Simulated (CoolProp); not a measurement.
Vapour-liquid equilibrium of n-hexane (1) + hexamethyldisiloxane (MM) (2) at 0.254 MPa; x and y are mole fractions of (1).

Computed with CoolProp (multi-fluid Helmholtz-energy mixture model, Thol 2019 and Thol 2016; pair parameters Bell 2016).

| x | bubble temperature, mixture model (K) | bubble temperature, Raoult's law (K) | y, mixture model | y, Raoult's law |
|---|---|---|---|---|
| 0.05 | 406.9 | 406.4 | 0.088 | 0.105 |
| 0.125 | 404.0 | 402.8 | 0.209 | 0.244 |
| 0.2 | 401.2 | 399.5 | 0.317 | 0.363 |
| 0.275 | 398.6 | 396.4 | 0.417 | 0.466 |
| 0.35 | 396.0 | 393.5 | 0.508 | 0.555 |
| 0.425 | 393.4 | 390.7 | 0.592 | 0.633 |
| 0.5 | 390.8 | 388.2 | 0.669 | 0.702 |
| 0.575 | 388.2 | 385.8 | 0.740 | 0.762 |
| 0.65 | 385.6 | 383.5 | 0.802 | 0.816 |
| 0.725 | 383.1 | 381.4 | 0.858 | 0.864 |
| 0.8 | 380.6 | 379.3 | 0.906 | 0.906 |
| 0.875 | 378.1 | 377.4 | 0.947 | 0.945 |
| 0.95 | 375.8 | 375.5 | 0.981 | 0.979 |

The largest gap from Raoult's law is +2.7 K in bubble temperature, at x = 0.425. No azeotrope shows between x = 0.05 and 0.95.

Pair parameters are fitted to limited data, so mixtures are less certain than the pure fluids.
